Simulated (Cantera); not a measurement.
A freely propagating, adiabatic, planar premixed flame of 22.5 % H₂, 16.3 % O₂, 61.2 % N₂, unburnt at 650 K and 5.00 bar; mixture-averaged transport, grid criteria slope 0.08 and curve 0.16, no radiation.

Cantera simulation using the H2/O2 subset of GRI-Mech 3.0, which has no nitrogen chemistry; the numbers are that mechanism's predictions, not measurements. The hydrogen kinetics of GRI-Mech 3.0 are dated; newer H2 mechanisms differ, most at raised pressure. Burning velocities carry a grid error of a few per cent, more on coarse grids. Lean hydrogen flames are cellular in practice and burn faster than this planar one.

**Question.** Predict: laminar burning velocity; thermal thickness; peak x(O); peak x(H₂O₂); peak x(HO₂).

**Answer.** 
| Property | Value |
|---|---|
| laminar burning velocity | 475 cm/s |
| thermal thickness | 0.0590 mm |
| peak x(O) | 0.00822 |
| peak x(H₂O₂) | 7.99e-5 |
| peak x(HO₂) | 0.000820 |
